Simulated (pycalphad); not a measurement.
Source of the numbers: pycalphad with the COST 507 light-alloy database (1999); pressure 1 atm. The database dates from 1999; later assessments differ in places, in temperatures and in the compounds included. Diffusion is slow at the low end, where real alloys seldom reach equilibrium.

**Question.** How does the equilibrium phase assembly of Si-0.36Zr (at.%) change on cooling from 2600 K to 500 K?

**Answer.** 
| T (K) | phases above | phases below |
|---|---|---|
| 1685.3 | liquid | diamond (Si) + liquid |
| 1634.6 | diamond (Si) + liquid | diamond (Si) + SI2ZR |
Changes were sought between steps of 100 K, so a narrower field can be missed.

Database names, with the compositions (at.%) that they take in these runs: SI2ZR: Si 67 Zr 33.
